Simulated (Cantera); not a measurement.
**Premixed flame**

A freely propagating, adiabatic, planar premixed flame of CH4 : O2 : N2 = 1 : 1.43 : 3.71 (molar parts), equivalence ratio 1.4, unburnt at 673 K and 10.0 bar; mixture-averaged transport, grid criteria slope 0.08 and curve 0.16, no radiation.

Computed with Cantera and GRI-Mech 3.0 (53 species, 325 reactions). Burning velocities carry a grid error of a few per cent, more on coarse grids.

```
z (mm)   T (K)  u (m/s)     x CH4      x O2     x CH2      x NO     x CO2    x C2H2
-------  -----  -------  --------  --------  --------  --------  --------  --------
-0.146     674    0.926     0.162     0.232     <1e-8     <1e-8   1.24e-6   1.69e-7
-0.0974    680    0.939     0.160     0.230     <1e-8   2.67e-8   1.12e-5   1.45e-6
-0.0731    701    0.975     0.157     0.227     <1e-8   1.27e-7   6.56e-5   8.04e-6
-0.0487    817     1.15     0.145     0.216     <1e-8   9.70e-7  0.000605   6.86e-5
-0.0244   1325     1.92     0.100     0.162   1.07e-7   8.91e-6   0.00553  0.000584
-0.0122   1773     2.62    0.0580     0.107   6.84e-6   2.03e-5    0.0130   0.00145
0         2180     3.27    0.0197    0.0489   8.83e-5   3.94e-5    0.0238   0.00279
0.0122    2394     3.62   0.00448    0.0166  0.000126   7.05e-5    0.0337   0.00228
0.0244    2473     3.74   0.00111   0.00529   6.31e-5  0.000107    0.0404   0.00106
0.0487    2515     3.79  0.000128  0.000711   9.02e-6  0.000163    0.0465  0.000184
0.0974    2535     3.81   6.36e-6  0.000130   3.62e-7  0.000211    0.0488   1.06e-5
0.195     2546     3.83   1.10e-7   7.53e-5     <1e-8  0.000237    0.0490   1.91e-7
0.390     2550     3.83     <1e-8   5.98e-5     <1e-8  0.000247    0.0489     <1e-8
```
x: mole fraction of selected species; z is measured from the peak of heat release.

| Quantity | Result |
|---|---|
| laminar burning velocity | 92.1 cm/s |
| thermal thickness | 0.0487 mm |
| peak x(CH2) | 0.000134 |
| peak x(C2H2) | 0.00289 |
| grid points | 139 |
